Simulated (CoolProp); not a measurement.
Saturation properties of cyclohexane (Tc = 280.5 °C, pc = 4081 kPa, ω = 0.209).

Computed with CoolProp (reference Helmholtz-energy equation of state, Zhou 2014).

| T (°C) | p (kPa) | liquid density (kg/m³) | surface tension (mN/m) | liquid viscosity (µPa s) |
|---|---|---|---|---|
| 53.85 | 41.77 | 746.2 | 21.0 | 575 |
| 56.55 | 46.02 | 743.6 | 20.7 | 555 |
| 59.15 | 50.42 | 741.0 | 20.4 | 536 |
| 61.75 | 55.16 | 738.4 | 20.1 | 518 |
| 64.45 | 60.45 | 735.8 | 19.8 | 501 |
| 67.05 | 65.91 | 733.2 | 19.5 | 485 |
| 69.65 | 71.75 | 730.6 | 19.2 | 469 |
| 72.35 | 78.24 | 727.9 | 18.8 | 454 |
| 74.95 | 84.92 | 725.3 | 18.6 | 440 |
| 77.55 | 92.04 | 722.7 | 18.3 | 427 |
| 80.25 | 99.92 | 719.9 | 18.0 | 414 |
| 82.85 | 108.0 | 717.3 | 17.7 | 401 |
| 85.45 | 116.6 | 714.6 | 17.4 | 390 |
| 88.05 | 125.7 | 712.0 | 17.1 | 378 |

It boils at 80.7 °C under 1 atm.

Viscosity comes from a separate model (Tariq 2014). Surface tension comes from a separate correlation (Mulero 2012).
